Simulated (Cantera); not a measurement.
Charge: 1 mol PbO, 1.5 mol H₂, held at 1298 K and 0.250 bar.

Method: chemical equilibrium by Gibbs-energy minimisation in Cantera with the NASA 1993 tables (ideal gas, pure condensed phases). Candidate condensed phases: H₂O, Pb, PbO, PbO₂, Pb₃O₄; 12 gas species. Rates play no part.

### Question
What is the equilibrium state?

### Answer
* **x(H₂O)**: 0.660
* **x(H₂)**: 0.330
* **x(Pb)**: 0.0102
* **x(PbO)**: 1.68e-6
* **x(H)**: 1.23e-6
* **n(Pb(l))**: 0.984 mol
* **gas amount**: 1.516 mol
